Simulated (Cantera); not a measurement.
Feed: 1 mol PbO, 0.053 mol H₂, at 0.00133 bar.

Method: chemical equilibrium by Gibbs-energy minimisation in Cantera with the NASA 1993 tables (ideal gas, pure condensed phases). Candidate condensed phases: H₂O, Pb, PbO, PbO₂, Pb₃O₄; 12 gas species. Mutual solubility and eutectic melting of coexisting phases are not modelled. Gases not in the tables: (PbO)n polymers. The numbers say what is thermodynamically allowed, not how fast it happens.

x: gas mole fraction; n: condensed amount in mol.

| T (K) | x H₂O | x PbO | x Pb | x O₂ | n Pb(s) | n PbO(red) | n Pb(l) | n PbO(yellow) | n PbO(l) |
|---|---|---|---|---|---|---|---|---|---|
| 550 | 1.000 | <1e-12 | 1.15e-10 | <1e-12 | 0.0530 | 0.947 | 0 | 0 | 0 |
| 650 | 1.000 | (withheld) | (withheld) | <1e-12 | 0 | 0.947 | 0.0530 | 0 | 0 |
| 750 | 1.000 | 3.14e-9 | 7.11e-6 | <1e-12 | 0 | 0.947 | 0.0530 | 0 | 0 |
| 850 | 1.000 | 6.24e-7 | 0.000239 | <1e-12 | 0 | 0 | 0.0530 | 0.947 | 0 |
| 950 | 0.996 | 3.96e-5 | 0.00377 | 1.67e-11 | 0 | 0 | 0.0528 | 0.947 | 0 |
| 1050 | 0.964 | 0.00111 | 0.0349 | 3.19e-9 | 0 | 0 | 0.0511 | 0.947 | 0 |
| 1150 | 0.765 | 0.0171 | 0.217 | 2.39e-7 | 0 | 0 | 0.0379 | 0.946 | 0 |
| 1250 | (withheld) | (withheld) | (withheld) | (withheld) | 0 | 0 | 0 | 0 | (withheld) |
| 1350 | 0.0478 | 0.754 | 0.148 | 0.0501 | 0 | 0 | 0 | 0 | 0 |
| 1450 | 0.0460 | 0.654 | 0.215 | 0.0844 | 0 | 0 | 0 | 0 | 0 |

Problem. Complete the blanks.

Solution. 
- 650, x PbO: 2.95e-12
- 650, x Pb: 7.02e-8
- 1250, x H₂O: 0.431
- 1250, x PbO: 0.137
- 1250, x Pb: 0.431
- 1250, x O₂: 3.22e-5
- 1250, n PbO(l): 0.930
